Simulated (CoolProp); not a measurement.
R404A along the isotherm 336.4 K: density (kg/m³) from the reference equation and from simpler models built on Tc = 345.3 K, pc = 3735 kPa, ω = 0.293; each cubic takes its own stable root.

The numbers come from the reference Helmholtz-energy equation of state, Lemmon 2003 in CoolProp. It is a pseudo-pure fit of the blend.

```json
[
 {"p (kPa)": "6220", "phase": "liquid", "reference": "905.1"},
 {"p (kPa)": "8300", "phase": "liquid", "reference": "943.1"},
 {"p (kPa)": "10400", "phase": "liquid", "reference": "971.8"},
 {"p (kPa)": "12400", "phase": "liquid", "reference": "994.0"},
 {"p (kPa)": "14500", "phase": "liquid", "reference": "1014"},
 {"p (kPa)": "16600", "phase": "liquid", "reference": "1031"},
 {"p (kPa)": "18700", "phase": "liquid", "reference": "1046"}
]
```

How far does each simpler model (van der Waals, Redlich-Kwong, Peng-Robinson) lie from the reference over these 7 states: mean and median of the absolute difference, and the worst?


- van der Waals: mean 33.0 %, median 32.7 %, worst -35.0 % at 336.4 K and 6220 kPa
- Redlich-Kwong: mean 14.6 %, median 14.1 %, worst -18.6 % at 336.4 K and 6220 kPa
- Peng-Robinson: mean 3.8 %, median 3.4 %, worst -7.7 % at 336.4 K and 6220 kPa
